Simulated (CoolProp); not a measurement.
The numbers come from the reference Helmholtz-energy equation of state, Lemmon 2006 in CoolProp. It is a short technical equation, of lower accuracy than the large ones.

Question: Give the vapour pressure (MPa), liquid density (kg/m³), liquid cp (kJ/(kg K)), surface tension (mN/m) of saturated carbonyl sulfide at 234.5 K.

Answer: 
```csv
T (K),p (MPa),liquid density (kg/m³),liquid cp (kJ/(kg K)),surface tension (mN/m)
234.5,0.168,1150,1.20,18.6
```

Surface tension comes from a separate correlation (Mulero 2012).
